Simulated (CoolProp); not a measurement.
Vapour-liquid equilibrium of R125 (1) + R227EA (2) at 190.3 K; x and y are mole fractions of (1).

Computed with CoolProp (multi-fluid Helmholtz-energy mixture model, Lemmon 2005 and Lemmon 2016; pair parameters Bell 2016).

Give the bubble pressure and the first vapour's composition at x = 0.275, 0.35, 0.725. Is there an azeotrope?

x = 0.275: 0.004705 MPa, y = 0.751; x = 0.35: 0.005547 MPa, y = 0.811; x = 0.725: 0.009640 MPa, y = 0.953. No azeotrope shows between x = 0.05 and 0.95.

The pair parameters rest on a limited set of measurements; away from them the model extrapolates.
